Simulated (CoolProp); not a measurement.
A simple Rankine cycle with R114: condensing at 315.15 K, boiler at 2.61 MPa, turbine inlet 445.9 K, turbine efficiency 0.75, pump efficiency 0.7, no recuperator. Each further row changes one setting.

Computed with CoolProp (reference Helmholtz-energy equation of state, Platzer 1990). This equation is an older, rougher fit; its heat capacities, sound speeds and derivatives of the liquid may be far off and weren't checked against measurements.

| case | thermal efficiency (%) | net work (kJ/kg) | heat in (kJ/kg) | turbine exit temperature (K) | volume ratio over the turbine |
|---|---|---|---|---|---|
| as stated | 11.5 | 23.5 | 204 | 392.1 | 8.27 |
| turbine inlet 465.9 K | 11.4 | 25.6 | 224 | 413.7 | 7.90 |
| condensing temperature 307.15 K | 12.5 | 26.6 | 212 | 387.5 | 10.4 |
| boiler pressure 1.83 MPa | 9.9 | 21.1 | 212 | 405.3 | 5.37 |
| turbine efficiency 0.65 | 9.8 | 20.1 | 204 | 396.4 | 8.37 |
